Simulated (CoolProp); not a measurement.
cis-2-butene at several states: density (kg/m³) from the reference equation and from simpler models built on Tc = 435.8 K, pc = 4.236 MPa, ω = 0.202; each cubic takes its own stable root.

The numbers come from the reference Helmholtz-energy equation of state, Lemmon 2005 in CoolProp. It is a short technical equation, of lower accuracy than the large ones.

| T (K) | p (MPa) | phase | reference | van der Waals | Peng-Robinson |
|---|---|---|---|---|---|
| 201 | 4.61 | liquid | 723.8 | 444.6 | 745.1 |
| 494.5 | 0.0104 | gas | 0.1420 | 0.1420 | 0.1420 |
| 242.5 | 0.0598 | liquid | 677.6 | 1.692 | 706.2 |

At some of these states van der Waals gives the other phase, because its saturation line lies elsewhere.
